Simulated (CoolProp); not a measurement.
Properties of isopentane along the isotherm 466.7 K (Tc = 460.3 K, pc = 3378 kPa, ω = 0.227).

Model: reference Helmholtz-energy equation of state, Lemmon 2006, in CoolProp. It is a short technical equation, of lower accuracy than the large ones.

```csv
p (kPa),phase,Joule-Thomson coefficient (K/MPa),isothermal compressibility (1/MPa),expansivity (1/kK),viscosity (µPa s),conductivity (mW/(m K))
1690,gas,9.610,0.7532,4.247,11.9,37.2
3380,supercritical,17.43,0.9912,25.92,16.7,47.8
5070,supercritical,2.253,0.07217,9.138,44.8,59.6
6760,supercritical,1.115,0.03385,5.455,51.8,63.0
8450,supercritical,0.6905,0.02253,4.186,56.7,66.0
10100,supercritical,0.4620,0.01711,3.515,60.8,68.6
11800,supercritical,0.3099,0.01376,3.069,64.4,71.0
13500,supercritical,0.2030,0.01154,2.753,67.7,73.2
15200,supercritical,0.1232,0.009945,2.516,70.8,75.3
16900,supercritical,0.06114,0.008750,2.329,73.7,77.2
```

Viscosity comes from a separate model (Chung 1988), a generic estimate that can be far off for the liquid and wasn't checked against measurements. Thermal conductivity comes from a separate model (Vassiliou 2015).
